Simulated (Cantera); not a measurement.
An adiabatic, constant-volume homogeneous reactor starts with 8.50 % CH4, 3.99 % CO, 18.4 % O2, 69.2 % N2, at 1125 K and 11300 Torr.

Detailed kinetics in Cantera: GRI-Mech 3.0 (53 species, 325 reactions). The pressure lies above the range GRI-Mech 3.0 was tuned for (to about 10 atm). Above 3000 K some thermodynamic fits are extrapolated.

### Question
Predict: time of steepest temperature rise; temperature at 6.00 s; equilibrium temperature; x(CO) at 6.00 s; x(O2) at 6.00 s; x(H) at 6.00 s; x(NO) at 6.00 s.

### Answer
| Quantity | Result |
|---|---|
| time of steepest temperature rise | 14.2 ms |
| temperature at 6.00 s | 3008 K |
| equilibrium temperature | 3008 K |
| x(CO) at 6.00 s | 0.0418 (gas-phase equilibrium 0.0418) |
| x(O2) at 6.00 s | 0.0111 (gas-phase equilibrium 0.0111) |
| x(H) at 6.00 s | 0.00260 (gas-phase equilibrium 0.00260) |
| x(NO) at 6.00 s | 0.0103 (gas-phase equilibrium 0.0103) |
